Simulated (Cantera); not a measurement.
**CsCl + H2 (halide evaporation, hydrolysis and transport)**

A closed system holds: 1 mol CsCl, 5.3 mol H2, equilibrated at 875 K and 0.100 bar.

These are equilibrium values from Cantera (NASA tables, ideal gas, pure condensed phases), not measurements of a reactor. Candidate condensed phases: Cs, CsCl; 9 gas species. Rates play no part.

```yaml
x(H2): 0.999
x(CsCl): 0.000353
x(Cs2Cl2): 0.000178
n(CsCl(s)): 0.996 mol
gas_amount: 5.303 mol
log10 activity of Cs(l) (absent): -7.80
```
